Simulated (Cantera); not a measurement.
## Adiabatic ignition

An adiabatic, constant-pressure homogeneous reactor starts with 3.91 % C3H8, 20.2 % O2, 75.9 % N2, equivalence ratio 0.97, at 1248 K and 0.350 bar.

Detailed kinetics in Cantera: GRI-Mech 3.0 (53 species, 325 reactions). GRI-Mech 3.0 was tuned for natural gas; its chemistry of propane as a main component is partial and can be far from experiment.

| t (s) | T (K) | x C3H8 | x O2 | x H2O | x HCN | x C2H4 | x NO |
|---|---|---|---|---|---|---|---|
| 7.00e-6 | 1248 | 0.0391 | 0.202 | 8.83e-8 | <1e-12 | 1.99e-6 | <1e-12 |
| 1.97e-5 | 1248 | 0.0391 | 0.202 | 7.38e-7 | <1e-12 | 1.06e-5 | <1e-12 |
| 5.57e-5 | 1248 | 0.0391 | 0.202 | 4.91e-6 | <1e-12 | 4.22e-5 | <1e-12 |
| 0.000157 | 1247 | 0.0389 | 0.201 | 5.11e-5 | <1e-12 | 0.000192 | <1e-12 |
| 0.000443 | 1247 | 0.0382 | 0.201 | 0.000315 | <1e-12 | 0.000862 | <1e-12 |
| 0.00125 | 1248 | 0.0360 | 0.200 | 0.00122 | <1e-12 | 0.00300 | <1e-12 |
| 0.00352 | 1276 | 0.0232 | 0.189 | 0.00939 | 2.72e-12 | 0.0149 | 2.46e-12 |
| 0.00994 | 2593 | <1e-12 | 0.0254 | 0.121 | 1.50e-10 | <1e-12 | 0.00348 |
| 0.0280 | 2588 | <1e-12 | 0.0236 | 0.121 | 2.68e-10 | <1e-12 | 0.00788 |
| 0.0790 | 2588 | <1e-12 | 0.0234 | 0.121 | 2.82e-10 | <1e-12 | 0.00841 |
| 0.223 | 2588 | <1e-12 | 0.0234 | 0.121 | 2.82e-10 | <1e-12 | 0.00841 |
| 0.629 | 2588 | <1e-12 | 0.0234 | 0.121 | 2.82e-10 | <1e-12 | 0.00841 |
| 1.77 | 2588 | <1e-12 | 0.0234 | 0.121 | 2.82e-10 | <1e-12 | 0.00841 |
| 5.00 | 2588 | <1e-12 | 0.0234 | 0.121 | 2.82e-10 | <1e-12 | 0.00841 |
x: mole fraction; the columns are a selection and need not sum to one.

- time of steepest temperature rise = 3.95 ms
- temperature at 5.00 s = 2588 K
- equilibrium temperature = 2588 K
- x(C3H8) at 5.00 s = <1e-12 (gas-phase equilibrium <1e-12)
- x(O2) at 5.00 s = 0.0234 (gas-phase equilibrium 0.0234)
- x(H2O) at 5.00 s = 0.121 (gas-phase equilibrium 0.121)
